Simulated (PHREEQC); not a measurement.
PHREEQC input (ion-association model, phreeqc.dat):

```
SOLUTION 0
  temp 25
  units mmol/kgw
  pH 7 charge
  Cl 38.01
  Ba 19
SOLUTION 1-30
  temp 25
  units mmol/kgw
  pH 7 charge
  Br 2
  K 2
  Cl 70.01
  Mn(2) 35
END
EXCHANGE 1-30
  X 0.016
  -equilibrate 1
END
SELECTED_OUTPUT 1
  -reset false
  -pH true
  -pe true
  -ionic_strength true
  -water true
  -step true
  -totals Ba Br Cl K Mn Mn(2) Mn(3)
  -molalities BaX2 KX MnX2
  -saturation_indices Pyrochroite Sylvite
PRINT
  -reset false
TRANSPORT
  -cells 30
  -shifts 90
  -lengths 0.0166667
  -time_step 60
  -dispersivities 0.025
  -boundary_conditions flux flux
  -correct_disp true
  -punch_cells 30
  -punch_frequency 3
END
```

Selected output (columns that matter, 11 of 31 rows; pore volumes added in front):

```
pore volumes	pH	mu	Ba	Br	Cl	K	Mn	m_BaX2	m_KX	m_MnX2	si_Pyrochroite	si_Sylvite
0	5.0812	0.10013	0	0.002	0.07001	0.002	0.035	0	0.00048828	0.0077559	-6.9373	-5.0082
0.3167	5.0812	0.10012	5.3408e-10	0.0019999	0.070008	0.002	0.034999	3.2192e-10	0.00048828	0.0077559	-6.9374	-5.0082
0.6167	5.0804	0.096534	3.7745e-05	0.0018418	0.067478	0.0019456	0.033644	2.3546e-05	0.00048323	0.0077348	-6.9504	-5.0326
0.9167	5.0767	0.079709	0.0010888	0.0010973	0.055567	0.0015616	0.026457	0.0007744	0.00041415	0.0070185	-7.0337	-5.1936
1.2167	5.073	0.065124	0.0057505	0.00043303	0.044938	0.00095871	0.016451	0.0037888	0.00024471	0.0040889	-7.2186	-5.4761
1.5167	5.0716	0.05918	0.01244	0.0001347	0.040165	0.00044929	0.0074801	0.0064731	0.00010192	0.0014759	-7.5504	-5.8406
1.8167	5.0713	0.057485	0.016488	3.6671e-05	0.038597	0.00017533	0.0027357	0.0075082	3.7207e-05	0.00047316	-7.9838	-6.2608
2.1167	5.0713	0.057092	0.018145	9.2328e-06	0.038158	6.2074e-05	0.00090249	0.0078453	1.2836e-05	0.00014827	-8.4645	-6.7148
2.4167	5.0713	0.057018	0.018726	2.2156e-06	0.038045	2.081e-05	0.00028247	0.0079523	4.2646e-06	4.5586e-05	-8.9687	-7.1902
2.7167	5.0713	0.057008	0.018915	5.1563e-07	0.038018	6.7467e-06	8.5743e-05	0.0079856	1.3785e-06	1.3757e-05	-9.4864	-7.6795
3.0167	5.0713	0.057008	0.018974	1.1761e-07	0.038012	2.1396e-06	2.552e-05	0.0079957	4.3677e-07	4.0869e-06	-10.013	-8.1783
```

Species that the database lacks are ignored.
